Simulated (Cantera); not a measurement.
A closed system holds: 1 mol SiH2Cl2, 0.011 mol C3H8, a varied amount of H2, equilibrated at 1823 K and 21.0 mbar.

Equilibrium computed with Cantera from the NASA thermochemical tables; the gas is ideal and each condensed phase is pure. Candidate condensed phases: C, C6H6, C7H8, C8H18, Si, SiC; 109 gas species. Mutual solubility and eutectic melting of coexisting phases are not modelled. The tables' values for SiCl, SiCl3 are old estimates; treat these amounts as uncertain. Gases not in the tables: Si2H6 and higher silanes. Equilibrium is a limit: real reactors are often held back by kinetics, nucleation or transport.

x: gas mole fraction; n: condensed amount in mol.

```tsv
n(H2) (mol)	x H2	x HCl	x SiCl2	x H	x Si	n Si(l)	n SiC(s)
40	0.954	0.0381	0.00457	0.00292	0.000210	0.758	0.0329
67	0.970	0.0249	0.00192	0.00294	0.000210	0.810	0.0328
110	0.980	0.0161	0.000797	0.00296	0.000210	0.841	0.0326
190	0.987	0.00977	0.000290	0.00297	0.000210	0.852	0.0324
320	0.991	0.00596	0.000107	0.00298	0.000210	0.837	0.0320
550	0.993	[?]	[?]	0.00298	0.000210	0.785	0.0312
920	0.995	[?]	[?]	0.00298	0.000210	[?]	0.0300
1600	0.995	0.00123	4.56e-6	0.00298	0.000210	0.500	0.0278
```

Problem. What belongs in the gaps?

Solution. 
- 550, x HCl: 0.00353
- 550, x SiCl2: 3.75e-5
- 920, x HCl: 0.00213
- 920, x SiCl2: 1.36e-5
- 920, n Si(l): 0.688
